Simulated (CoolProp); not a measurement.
Octamethylcyclotetrasiloxane (D4) at several states: fugacity coefficient from the reference equation and from simpler models built on Tc = 586.5 K, pc = 1.347 MPa, ω = 0.598; each cubic takes its own stable root.

The numbers come from the reference Helmholtz-energy equation of state, Thol 2015 in CoolProp.

```
T (K)  p (MPa)   phase  reference
-----  -------  ------  ---------
430.7      3.5  liquid    0.02413
362.8    0.245  liquid    0.02334
572.4    0.189     gas     0.9463
582     0.0117     gas     0.9969
388       3.66  liquid   0.006213
400.9     6.46  liquid   0.007374
```

How far does each simpler model (van der Waals, Redlich-Kwong, Soave-Redlich-Kwong) lie from the reference over these 6 states: mean and median of the absolute difference, and the worst?


- van der Waals: mean 872.9 %, median 852.5 %, worst +2154.9 % at 362.8 K and 0.245 MPa
- Redlich-Kwong: mean 236.1 %, median 245.7 %, worst +554.2 % at 362.8 K and 0.245 MPa
- Soave-Redlich-Kwong: mean 3.0 %, median 3.1 %, worst +7.1 % at 400.9 K and 6.46 MPa
